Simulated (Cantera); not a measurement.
Cantera with NASA thermochemical tables; ideal gases at 1 bar, condensed phases pure. Values are per mole of reaction as written; species without (g) are pure solids or liquids, kept so even where they would boil at 1 bar. VN: taken at fixed stoichiometry.

2 VN + 3 N2O(g) ⇌ 8 N(g) + V2O3

| T (K) | ΔH° (kJ) | ΔS° (J/K) | ΔG° (kJ) | log10 K |
|---|---|---|---|---|
| 300 | … | … | … | … |
| 1448 | 2800.0 | 667.6 | 1833.3 | -66.13 |
| 1473 | … | … | … | … |
| 1498 | 2801.2 | 668.4 | 1799.9 | -62.76 |
| 1523 | … | … | … | … |
| 1548 | 2802.4 | 669.2 | 1766.5 | -59.61 |

### Question
Complete the blanks.

### Answer

- 300, ΔH° (kJ): 2752.3
- 300, ΔS° (J/K): 590.5
- 300, ΔG° (kJ): 2575.1
- 300, log10 K: -448.36
- 1473, ΔH° (kJ): 2800.6
- 1473, ΔS° (J/K): 668.0
- 1473, ΔG° (kJ): 1816.6
- 1473, log10 K: -64.42
- 1523, ΔH° (kJ): 2801.8
- 1523, ΔS° (J/K): 668.8
- 1523, ΔG° (kJ): 1783.2
- 1523, log10 K: -61.16
